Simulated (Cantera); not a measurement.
A Cantera script and what it prints.

```python
import numpy as np
import cantera as ct

gas_names = """
    CL CL2 H HCL H2 Si SiCL SiCL2 SiCL3 SiCL4 SiH SiHCL3 SiH2 SiH2CL2 SiH3 SiH3CL SiH4 Si2 Si3
""".split()
cond_names = """
    Si(cr) Si(L)
""".split()


def load(file, names, dense=False):
    # The tables refer to 1 bar. Condensed volumes are neglected.
    table = {s.name: s for s in ct.Species.list_from_file(file)}
    out = []
    for n in names:
        d = dict(table[n].input_data)
        d["thermo"] = dict(d["thermo"], **{"reference-pressure": 1e5})
        if dense:
            d["equation-of-state"] = {"model": "constant-volume", "density": "1e6 g/cm^3"}
        out.append(ct.Species.from_dict(d))
    return out


gas = ct.Solution(thermo="ideal-gas", species=load("nasa_gas.yaml", gas_names))
cond = {s.name: ct.Solution(thermo="fixed-stoichiometry", species=[s], name=s.name)
        for s in load("nasa_condensed.yaml", cond_names, dense=True)}
atoms = {
    'SiH4': {'Si': 1, 'H': 4},
    'Cl2': {'CL': 2},
    'H2': {'H': 2},
}
top_T = {}  # K; cautious upper limits of use, not melting points


def equilibrate(T, P, feed):
    n = {}
    for name, mol in feed.items():
        for a, k in atoms[name].items():
            n[a] = n.get(a, 0.0) + k * mol
    gas.TPX = T, P, n
    mass = sum(n.values()) * gas.mean_molecular_weight
    gas.equilibrate("TP")
    valid = [c for c in cond.values() if c.min_temp <= T <= top_T.get(c.name, c.max_temp)]
    mix = ct.Mixture([(gas, mass / gas.mean_molecular_weight)] + [(c, 0.0) for c in valid])
    mix.T, mix.P = T, P
    mix.equilibrate("TP", solver="vcs", rtol=1e-11, max_steps=5000)
    return mix


results = []
feed = {'SiH4': 1, 'Cl2': 0.0057, 'H2': 7.8}  # mol
T = 1148  # K
P = 180000  # Pa
mix = equilibrate(T, P, feed)
results.append((T, P, feed, dict(zip(mix.species_names, mix.species_moles))))
x = sorted(zip(gas.X, gas.species_names), reverse=True)
print(f"T = {T:g} K  P = {P:g} Pa  gas = {mix.phase_moles(0):.4g} mol")
print("   x: " + "  ".join(f"{s} {v:.3e}" for v, s in x if v > 1e-05))
print("   condensed (mol): " + ("  ".join(f"{mix.phase(i).name} {mix.phase_moles(i):.4g}"
      for i in range(1, mix.n_phases) if mix.phase_moles(i) > 1e-12) or "none"))
```

Result:

```
T = 1148 K  P = 180000 Pa  gas = 9.806 mol
   x: H2 9.989e-01  HCL 1.128e-03
   condensed (mol): Si(cr) 0.9998
```

These are equilibrium values from Cantera (NASA tables, ideal gas, pure condensed phases), not measurements of a reactor.
